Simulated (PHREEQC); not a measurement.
PHREEQC input (ion-association model, wateq4f.dat):

```
SOLUTION_MASTER_SPECIES
  An  An-  0  An  62.0  # stands for a non-complexing anion
SOLUTION_SPECIES
  An- = An-
    -log_k 0
    -gamma 3.0 0
PHASES
  Fix_H+
    H+ = H+
    -log_k 0
SOLUTION 1
  temp 25
  units mmol/kgw
  pH 7 charge
  Cl 0.29
  Mg 0.013
  Mn(2) 0.022
  Cu(2) 0.11
  Na 5
  An 5
END
SELECTED_OUTPUT 1
  -reset false
  -pH true
  -pe true
  -ionic_strength true
  -water true
  -totals Cl Cu Mg Mn Na Cu(1) Cu(2) Mn(2) Mn(3) Mn(6)
    Mn(7)
  -molalities Hfo_wOH Hfo_wOH2+ Hfo_wO- Hfo_sOH Hfo_sOH2+ Hfo_sO- Hfo_wOMg+ Hfo_sOMn+ Hfo_wOMn+ Hfo_sOCu+
    Hfo_wOCu+
  -saturation_indices Brucite Pyrochroite Cu(OH)2 Atacamite Halite
USER_PUNCH 1
  -headings sigma psi
  10 PUNCH EDL("sigma", "Hfo"), EDL("psi", "Hfo")
PRINT
  -reset false
USE solution 1
SURFACE 1
  Hfo_wOH 7.86517e-05 600 0.035
  Hfo_sOH 1.96629e-06
EQUILIBRIUM_PHASES 1
  Fix_H+ -4 HAn 10
    -force_equality true
END
# ... the last block is repeated for the other 12 points of pH, with NaOH or the acid as the point needs
```

Selected output (columns that matter, 13 of 13 rows; pH added in front):

```
pH	mu	Cu	Mg	Mn	Na	m_Hfo_wOH	m_Hfo_wOH2+	si_Brucite	si_Pyrochroite	si_Cu(OH)2	si_Atacamite	si_Halite	sigma	psi
4	0.0055615	0.00010966	1.3e-05	2.2e-05	0.005	3.7563e-05	4.0219e-05	-13.859	-11.991	-4.7331	-7.0987	-7.4899	0.18658	0.19287
4.67	0.005464	0.0001077	1.3e-05	2.2e-05	0.005	4.945e-05	2.613e-05	-12.518	-10.65	-3.4	-5.1023	-7.4894	0.12163	0.17138
5.33	0.0054168	9.9463e-05	1.3e-05	2.2e-05	0.005	5.2387e-05	1.2643e-05	-11.198	-9.3292	-2.115	-3.1923	-7.4891	0.083703	0.15247
6	0.0053961	8.1679e-05	1.3e-05	2.1999e-05	0.0050423	3.6332e-05	2.2004e-06	-9.8574	-7.989	-0.8715	-1.375	-7.4853	0.077078	0.14835
6.67	0.0053673	7.009e-05	1.3e-05	2.1998e-05	0.005102	1.5922e-05	2.3671e-07	-8.5171	-6.6488	0.2549	0.2078	-7.48	0.071708	0.1448
7.33	0.0053291	6.9328e-05	1.3e-05	2.1989e-05	0.00519	9.5237e-06	6.8502e-08	-7.1968	-5.3287	0.8021	0.6423	-7.4723	0.047839	0.12441
8	0.0053238	7.1733e-05	1.2993e-05	2.1816e-05	0.0052149	8.742e-06	5.2488e-08	-5.857	-3.9928	0.8904	0.149	-7.4702	0.02364	0.089418
8.67	0.0053258	7.5676e-05	1.288e-05	1.9182e-05	0.0052287	8.257e-06	4.4567e-08	-4.5213	-2.712	0.9188	-0.4642	-7.4691	0.010357	0.052519
9.33	0.0053326	8.7254e-05	1.1678e-05	8.6294e-06	0.0052722	6.4678e-06	2.6126e-08	-3.246	-1.7535	0.9811	-0.9995	-7.4655	0.0035857	0.020923
10	0.0054062	9.8966e-05	6.3755e-06	1.6603e-06	0.0053831	4.3314e-06	1.1229e-08	-2.1794	-1.1924	1.0357	-1.5606	-7.4569	-0.0012329	-0.0073189
10.67	0.0058007	0.00010514	1.3711e-06	3.193e-07	0.005797	2.8392e-06	4.6625e-09	-1.5532	-0.7824	1.061	-2.1811	-7.4269	-0.0066164	-0.035223
11.33	0.0076427	0.00010734	1.9493e-07	8.1061e-08	0.0076439	2.13e-06	2.5288e-09	-1.2458	-0.5122	1.0651	-2.8377	-7.3161	-0.017081	-0.065932
12	0.016727	0.00010937	9.1124e-08	9.5346e-08	0.016729	1.0992e-06	6.2802e-10	-0.6376	0.0915	1.0436	-3.5674	-7.0084	-0.039666	-0.086776
```

Along this series the solution becomes supersaturated in solids that the run did not let form, among them Pyrochroite, Cu(OH)2, Atacamite. The database's constant for dissolved Cu(OH)2 is higher than later reviews accept.
